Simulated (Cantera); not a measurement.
Input (Python, Cantera) and output of one run.

```python
import numpy as np
import cantera as ct

gas_names = [...]  # 110 gases of nasa_gas.yaml made of C, H, N
cond_names = """
    C(gr) C6H6(L) C7H8(L) C8H18(L),n-octa
""".split()


# ... load() reads the species with a 1 bar reference pressure and builds the phases ...
atoms = {
    'n-butane': {'C': 4, 'H': 10},
    'NH3': {'N': 1, 'H': 3},
    'H2': {'H': 2},
}
top_T = {'C(gr)': 4500}  # K; cautious upper limits of use, not melting points


# ... equilibrate(T, P, feed) seeds the gas with the atoms and calls Mixture.equilibrate('TP', solver="vcs", rtol=1e-11, max_steps=5000) ...
results = []
feed = {'n-butane': 1, 'NH3': 0.12, 'H2': 77}  # mol
P = 35  # Pa
for T in [3000, 3500, 4000, 4500, 5000]:
    mix = equilibrate(T, P, feed)
    results.append((T, P, feed, dict(zip(mix.species_names, mix.species_moles))))

top = {s: max(r[3][s] / sum(r[3][g] for g in gas_names) for r in results) for s in gas_names}
cols = sorted((s for s in top if top[s] > 1e-06), key=lambda s: -top[s])[:6]
seen = [c for c in cond_names if any(r[3].get(c, 0) > 1e-12 for r in results)]
print("log10 of partial pressures in bar; condensed amounts in mol")
print(f"{'T/K':>10s}" + "".join(f"{s[:9]:>10s}" for s in cols + seen))
for T, P, feed, n in results:
    ng = sum(n[g] for g in gas_names)
    print(f"{T:10.4g}" + "".join(f"{np.log10(max(n[s] / ng * P / 1e5, 1e-99)):10.3f}" for s in cols)
          + "".join(f"{n.get(c, 0):10.4g}" for c in seen))
```

Result:

```
log10 of partial pressures in bar; condensed amounts in mol
       T/K         H         C        H2        C3        C2         N
      3000    -3.471    -5.229    -5.338    -6.308    -6.367    -8.440
      3500    -3.467    -5.084    -6.476    -9.205    -7.599    -7.206
      4000    -3.467    -5.081    -7.338   -11.700    -8.735    -6.666
      4500    -3.467    -5.082    -8.011   -13.653    -9.628    -6.607
      5000    -3.467    -5.089    -8.551   -15.232   -10.354    -6.604
```

Equilibrium computed with Cantera from the NASA thermochemical tables; the gas is ideal and each condensed phase is pure.
